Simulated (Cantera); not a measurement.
Input: 1 mol SiH4, 0.31 mol NH3, 2.5 mol H2, at 2098 K and 49.0 Pa.

Cantera equilibrium calculation (NASA polynomials, part measured and part estimated; ideal gas, pure solids and liquids). Candidate condensed phases: Si, Si3N4; 18 gas species. The tables' values for SiN are old estimates; treat these amounts as uncertain. Gases not in the tables: Si2H6 and higher silanes. Rates play no part.

Base state: H2 0.707, Si 0.150, H 0.117, N2 0.0238, SiH 0.00152, Si2 0.00109, Si3 0.000126, SiN 0.000107 (mole fractions); condensed: gas only.

### Question
What changes in the equilibrium state with this change: SiH4 replaced by SiH2Cl2?

### Answer
| species | before | after |
|---|---|---|
| H2 | 0.707 | 0.504 |
| HCl | 0 | 0.183 |
| H | 0.117 | 0.0987 |
| SiCl2 | 0 | 0.0525 |
| Cl | 0 | 0.0264 |
| SiCl | 0 | 0.0106 |
| Si | 0.150 | 0.0976 |
| N2 | 0.0238 | 0.0252 |
| SiCl3 | 0 | 4.97e-5 |
| Si3 | 0.000126 | 3.48e-5 |
| Si2 | 0.00109 | 0.000464 |
| Si2N | 7.21e-5 | 3.15e-5 |
The tables' values for SiCl, SiN, SiCl3 are old estimates; treat these amounts as uncertain. Further candidate phases: NH4Cl.

### Question
What changes in the equilibrium state with this change: H2 from 2.5 to 33 mol?

### Answer
| species | before | after |
|---|---|---|
| H2 | 0.707 | 0.843 |
| H | 0.117 | 0.128 |
| Si | 0.150 | 0.0252 |
| N2 | 0.0238 | 0.00396 |
| Si3 | 0.000126 | 5.98e-7 |
| Si2N | 7.21e-5 | 8.32e-7 |
